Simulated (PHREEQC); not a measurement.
PHREEQC input (Pitzer model, pitzer.dat):

```
SOLUTION 1
  temp 25
  units mol/kgw
  pH 7 charge
  Cl 0.56
  K 0.6934
  C(4) 0.067
  S(6) 0.0062
END
USE solution 1
INCREMENTAL_REACTIONS false
REACTION 1
  H2O -1
  0 9.886 18.011 24.689 30.178 34.689 38.397 41.444
  43.949 46.007 47.699 49.089 50.232 51.172 51.944 52.578
  53.1 53.528 53.88 54.17 54.408 54.603 54.764 54.896 moles
EQUILIBRIUM_PHASES 1
  Arcanite 0 0
  Kalicinite 0 0
  Misenite 0 0
  Sylvite 0 0
SELECTED_OUTPUT 1
  -reset false
  -pH true
  -pe true
  -ionic_strength true
  -water true
  -activities H2O
  -totals C Cl K S
  -molalities H+ K+ Cl- CO3-2 SO4-2 OH- HCO3- CO2 HSO4-
  -equilibrium_phases Arcanite Kalicinite Misenite Sylvite
PRINT
  -reset false
END
```

Selected output (columns that matter, 16 of 24 rows; water left (kg) added in front):

```
water left (kg)	pH	mu	C	Cl	K	S	m_H+	m_K+	m_Cl-	m_CO3-2	la_H2O	Arcanite	Kalicinite	Sylvite
1	10.322	0.7533	0.067	0.56	0.6934	0.0062	6.9595e-11	0.6934	0.56	0.053703	-0.0091459	0	0	0
0.675516	10.265	1.1153	0.099183	0.829	1.0265	0.0091782	7.8419e-11	1.0265	0.829	0.079683	-0.01352	0	0	0
0.555206	10.236	1.3571	0.12068	1.0086	1.2489	0.011167	8.2529e-11	1.2489	1.0086	0.097026	-0.016471	0	0	0
0.375047	10.178	2.0092	0.17864	1.4931	1.8488	0.016531	8.83e-11	1.8488	1.4931	0.14379	-0.024603	0	0	0
0.308244	10.152	2.4446	0.21736	1.8167	2.2495	0.020114	8.8836e-11	2.2495	1.8167	0.17501	-0.030206	0	0	0
0.20822	10.116	3.6191	0.32178	2.6895	3.3301	0.029776	8.183e-11	3.3301	2.6895	0.25921	-0.046128	0	0	0
0.171143	10.113	4.4032	0.39149	3.2721	4.0516	0.036227	7.3273e-11	4.0516	3.2721	0.31541	-0.057479	0	0	0
0.115618	10.151	5.9223	0.5795	4.2479	5.4017	0.053625	5.643e-11	5.4017	4.2479	0.46696	-0.079841	0	0	0.068866
0.0950255	10.175	6.1606	0.70507	4.1365	5.5316	0.06087	5.7587e-11	5.5316	4.1365	0.56817	-0.081224	0.00041584	0	0.16693
0.0641821	10.236	6.7464	1.0439	3.8603	5.852	0.053213	6.2352e-11	5.852	3.8603	0.84126	-0.08499	0.0027847	0	0.31224
0.05276	10.276	7.1433	1.2699	3.6805	6.0712	0.048641	6.5198e-11	6.0712	3.6805	1.0234	-0.087758	0.0036337	0	0.36582
0.0356448	10.384	8.2393	1.8797	3.2156	6.6864	0.038093	7.1324e-11	6.6864	3.2156	1.5149	-0.0963	0.0048422	0	0.44538
0.0293032	10.457	8.9922	2.2864	2.9234	7.1172	0.032279	7.4006e-11	7.1172	2.9234	1.8427	-0.10291	0.0052541	0	0.47434
0.0197908	10.655	11.118	3.3854	2.2144	8.3691	0.020351	7.5216e-11	8.3691	2.2144	2.7285	-0.12472	0.0057972	0	0.51617
0.0162777	10.787	12.608	4.1161	1.8125	9.2755	0.01479	7.1423e-11	9.2755	1.8125	3.3174	-0.14261	0.0059592	0	0.5305
0.010999	11.207	16.785	5.932	1.0164	11.87	0.0059061	4.4172e-11	11.87	1.0164	4.9095	-0.2035	0.006135	0.0017537	0.54882
```

Species that the database lacks are ignored.
